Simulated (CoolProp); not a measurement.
Model: reference Helmholtz-energy equation of state, Penoncello 2003, in CoolProp.

Problem. Give the vapour pressure (MPa), liquid density (kg/m³), liquid cp (kJ/(kg K)), vapour viscosity (µPa s) of saturated CHF3 (R23) at 217.8, 226.4, 232.2 K.

Solution. 
| T (K) | p (MPa) | liquid density (kg/m³) | liquid cp (kJ/(kg K)) | vapour viscosity (µPa s) |
|---|---|---|---|---|
| 217.8 | 0.383 | 1340 | 1.30 | 10.9 |
| 226.4 | 0.546 | 1300 | 1.34 | 11.4 |
| 232.2 | 0.682 | 1270 | 1.37 | 11.7 |

Viscosity comes from a separate model (Shan 2000).
